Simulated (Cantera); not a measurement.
Charge: 1 mol CH3Cl, 0.08 mol Si, at 3125 K and 0.0133 bar.

These are equilibrium values from Cantera (NASA tables, ideal gas, pure condensed phases), not measurements of a reactor. Candidate condensed phases: C, C6H6, C7H8, C8H18, Si, SiC; 109 gas species. The tables' values for SiCl, CCl are old estimates; treat these amounts as uncertain. Equilibrium is a limit: real reactors are often held back by kinetics, nucleation or transport.

Question: What is the equilibrium state?

Answer: 
| Item | Result |
|---|---|
| x(H) | 0.552 |
| x(Cl) | 0.213 |
| x(H2) | 0.0779 |
| x(C3) | 0.0597 |
| x(HCl) | 0.0444 |
| x(Si) | 0.0110 |
| x(C) | 0.0106 |
| x(SiC2) | 0.00929 |
| x(C2H) | 0.00790 |
| gas amount | 3.887 mol |
| log10 activity of C(graphite) (absent) | -0.05 |
| log10 activity of Si(l) (absent) | -3.13 |
